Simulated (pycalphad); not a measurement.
All values are pycalphad results on the COST 507 light-alloy database (1999) (1 atm), not direct measurements. These are 1990s assessments: newer ones move some temperatures and phases. Phase fractions are per mole of atoms.

Problem. Give the equilibrium state of Al-1.26Si-13.76C (at.%) at 1277 °C.

Solution. liquid, fraction 0.679, with 1.8 Si, 0.02 C at.%; AL4C3, fraction 0.321, with 0.08 Si, 42.9 C at.%.

Problem. Give the equilibrium state of Al-1.26Si-13.76C (at.%) at 752 °C.

Solution. 
```
T = 1025.00 K, P = 101325 Pa, N = 1 mol of atoms
G = -48304 J/mol, H = 17002 J/mol, S = 63.71 J/(mol K)  (SER reference)
chemical potentials (J/mol): Al -44673, Si -58674, C -69778
phase             fraction      x(Al)      x(Si)       x(C)
LIQUID              0.6792     0.9830     0.0170   1.15e-08
AL4C3               0.3058     0.5710   0.000465     0.4286
AL8SIC7             0.0149     0.5000     0.0625     0.4375
```

Database names, with the compositions (at.%) that they take in these runs: AL4C3: Al 57 C 43; AL8SIC7: Al 50 C 44 Si 6.
